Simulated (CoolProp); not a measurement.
Values from CoolProp's reference Helmholtz-energy equation of state, Schroeder 2014.

Problem. Give the vapour pressure (MPa), liquid density (kg/m³), vapour density (kg/m³), liquid cp (kJ/(kg K)) of saturated ethanol at 401 K.

Solution. 
```json
[
 {"T (K)": "401", "p (MPa)": "0.539", "liquid density (kg/m³)": "681", "vapour density (kg/m³)": "8.24", "liquid cp (kJ/(kg K))": "3.53"}
]
```
